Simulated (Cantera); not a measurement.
A freely propagating, adiabatic, planar premixed flame of H₂ : O₂ : N₂ = 1 : 0.357 : 1.5 (molar parts), unburnt at 675 K and 0.132 atm; mixture-averaged transport, grid criteria slope 0.08 and curve 0.16, no radiation.

Computed with Cantera and the H2/O2 subset of GRI-Mech 3.0, which has no nitrogen chemistry. Burning velocities carry a grid error of a few per cent, more on coarse grids.

Question: What does this change do: inlet temperature 675 to 400 K?

Answer: 
```
quantity                    before     after
------------------------  --------  --------
laminar burning velocity  795 cm/s  328 cm/s
thermal thickness          7.06 mm   5.73 mm
peak x(H)                    0.121     0.101
peak x(O)                  0.00992   0.00746
peak x(HO₂)                3.27e-5   9.83e-5
```

Question: What does this change do: inlet temperature 675 to 600 K?

Answer: 
| quantity | before | after |
|---|---|---|
| laminar burning velocity | 795 cm/s | 625 cm/s |
| thermal thickness | 7.06 mm | 6.52 mm |
| peak x(H) | 0.121 | 0.115 |
| peak x(O) | 0.00992 | 0.00916 |
| peak x(HO₂) | 3.27e-5 | 4.38e-5 |
